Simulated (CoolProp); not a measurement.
A Linde-Hampson liquefier for nitrogen: isothermal reversible compression at 230 K from 1 atm to 20 MPa, throttling to 1 atm, return gas leaving the recuperator 5 K below the feed. Each further row changes one setting.

Values from CoolProp's reference Helmholtz-energy equation of state, Span 2000.

```csv
case,liquid yield per pass,compression work (kJ/kg of gas)
as stated,0.149,351
high pressure 40 MPa,…,…
warm-end temperature 260 K,…,…
warm-end gap 10 K,…,351
```

Task: Some entries are withheld; supply them.

Result: 
- high pressure 40 MPa, liquid yield per pass: 0.178
- high pressure 40 MPa, compression work (kJ/kg of gas): 403
- warm-end temperature 260 K, liquid yield per pass: 0.102
- warm-end temperature 260 K, compression work (kJ/kg of gas): 404
- warm-end gap 10 K, liquid yield per pass: 0.136
